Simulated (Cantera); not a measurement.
An isothermal, constant-pressure homogeneous reactor starts with CH4 : H2 : O2 = 0.0047 : 1 : 0.0021 (molar parts), equivalence ratio 240, at 1200 K and 0.133 bar. Integrator tolerance rtol = 1e-08.

Model: GRI-Mech 3.0 (53 species, 325 reactions), integrated in Cantera.

Q: What does this change do: temperature 1200 to 2498 K?

A: 
| quantity | before | after |
|---|---|---|
| x(CH4) at 50.0 s | 0.00464 (gas-phase equilibrium 0.000546) | 2.62e-6 (gas-phase equilibrium 2.65e-6) |
| x(H2) at 50.0 s | 0.991 (gas-phase equilibrium 0.995) | 0.929 (gas-phase equilibrium 0.929) |
| x(O2) at 50.0 s | 2.87e-10 (gas-phase equilibrium <1e-12) | <1e-12 (gas-phase equilibrium <1e-12) |
| x(C2H2) at 50.0 s | 5.43e-6 (gas-phase equilibrium 7.19e-9) | 0.000234 (gas-phase equilibrium 0.000234) |
| x(H) at 50.0 s | 6.43e-7 (gas-phase equilibrium 5.43e-7) | 0.0663 (gas-phase equilibrium 0.0663) |
